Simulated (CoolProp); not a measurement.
Vapour-liquid equilibrium of ethylbenzene (1) + m-xylene (2) at 401.6 K; x and y are mole fractions of (1).

Values from CoolProp's multi-fluid Helmholtz-energy mixture model, Zhou 2012 and Zhou 2012; pair parameters Bell 2016.

Give the bubble pressure and the first vapour's composition at x = 0.15, 0.25, 0.45. Is there an azeotrope?

x = 0.15: 0.7669 bar, y = 0.162; x = 0.25: 0.7743 bar, y = 0.267; x = 0.45: 0.7881 bar, y = 0.470. No azeotrope shows between x = 0.05 and 0.95.

The pair parameters rest on a limited set of measurements; away from them the model extrapolates.
